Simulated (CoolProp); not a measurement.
Vapour-liquid equilibrium of ethylene (1) + n-butane (2) at 256 K; x and y are mole fractions of (1).

Values from CoolProp's multi-fluid Helmholtz-energy mixture model, Smukala 2000 and Bücker 2006; pair parameters Bell 2016.

| x | bubble pressure (MPa) | y at the bubble point | dew pressure at overall composition x (MPa) | liquid density (mol/L) |
|---|---|---|---|---|
| 0.05 | 0.1934 | 0.734 | 0.05405 | ___ |
| 0.2 | ___ | 0.904 | 0.06426 | 11.53 |
| 0.35 | 0.8205 | 0.942 | 0.07915 | 12.25 |
| 0.5 | ___ | 0.963 | 0.1030 | 13.02 |
| 0.65 | 1.535 | ___ | 0.1471 | 13.80 |
| 0.8 | 1.991 | ___ | 0.2569 | 14.47 |
| 0.95 | 2.515 | 0.997 | 0.9204 | ___ |

Q: Some entries are withheld; supply them.

A: 
- 0.05, liquid density (mol/L): 10.86
- 0.2, bubble pressure (MPa): 0.5257
- 0.5, bubble pressure (MPa): 1.147
- 0.65, y at the bubble point: 0.977
- 0.8, y at the bubble point: 0.988
- 0.95, liquid density (mol/L): 14.69

No azeotrope shows between x = 0.05 and 0.95.

The pair parameters rest on a limited set of measurements; away from them the model extrapolates. The gap from Raoult's law changes sign with composition, which may be real or a fault of the pair parameters; it wasn't checked against measurements.
